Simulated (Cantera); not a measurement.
What does this Cantera script print?

```python
import numpy as np
import cantera as ct

gas_names = [...]  # 136 gases of nasa_gas.yaml made of C, H, N, O
cond_names = """
    C(gr) C6H6(L) C7H8(L) C8H18(L),n-octa H2O(s) H2O(L)
""".split()


# ... load() reads the species with a 1 bar reference pressure and builds the phases ...
atoms = {
    'C3H6': {'C': 3, 'H': 6},
    'O2': {'O': 2},
    'NH3': {'N': 1, 'H': 3},
}
top_T = {'C(gr)': 4500}  # K; cautious upper limits of use, not melting points


# ... equilibrate(T, P, feed) seeds the gas with the atoms and calls Mixture.equilibrate('TP', solver="vcs", rtol=1e-11, max_steps=5000) ...
results = []
feed = {'C3H6': 1, 'O2': 0.099, 'NH3': 0.76}  # mol
T = 1725  # K
P = 2800000  # Pa
mix = equilibrate(T, P, feed)
results.append((T, P, feed, dict(zip(mix.species_names, mix.species_moles))))
x = sorted(zip(gas.X, gas.species_names), reverse=True)
print(f"T = {T:g} K  P = {P:g} Pa  gas = {mix.phase_moles(0):.4g} mol")
print("   x: " + "  ".join(f"{s} {v:.3e}" for v, s in x if v > 0.001))
print("   condensed (mol): " + ("  ".join(f"{mix.phase(i).name} {mix.phase_moles(i):.4g}"
      for i in range(1, mix.n_phases) if mix.phase_moles(i) > 1e-12) or "none"))
```

It prints:

```
T = 1725 K  P = 2.8e+06 Pa  gas = 4.62 mol
   x: H2 8.536e-01  N2 8.156e-02  CO 4.241e-02  CH4 2.038e-02  HCN 1.106e-03
   condensed (mol): C(gr) 2.703
```

Cantera equilibrium calculation (NASA polynomials, part measured and part estimated; ideal gas, pure solids and liquids).
